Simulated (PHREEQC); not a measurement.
Dissolve 0.0012 mol H3PO4 and 0.00016 mol Na2SO4 per kg of water at 25 °C. Closed to the air; pH follows from the charge balance.

Model: ion-association model, phreeqc.dat, run in PHREEQC.

Precipitation was switched off in this run.

**Question.** Order these S species by the share of S that they hold, largest first: SO4-2, HSO4-, NaSO4-.

**Answer.** SO4-2 (92 %), HSO4- (7.9 %), NaSO4- (0.12 %)

The pH is 3.00 and the ionic strength 0.00151 mol/kgw.
